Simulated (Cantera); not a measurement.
**Equilibrium for abatement and gas-phase synthesis: NF3 + SO2 + N2**

A closed system holds: 1 mol NF3, 0.12 mol SO2, 0.34 mol N2, held at 1800 °C and 0.0670 bar.

Method: chemical equilibrium by Gibbs-energy minimisation in Cantera with the NASA 1993 tables (ideal gas, pure condensed phases). Candidate condensed phases: S; 35 gas species. The tables' values for SOF2, SF3 are old estimates; treat these amounts as uncertain. The numbers say what is thermodynamically allowed, not how fast it happens.

The x(F) comes out as 0.748 and the x(N2) is 0.214. The x(SO2) is 0.0214 and the x(SOF2) is 0.00593. The x(O2) is 0.00536, the x(SF2) is 0.00230 and the x(NO) is 0.000775. The x(O) is 0.000325. The x(SO) comes out as 0.000318 and the gas amount comes out as 3.911 mol. The log10 activity of S(l) (absent) is -6.32.
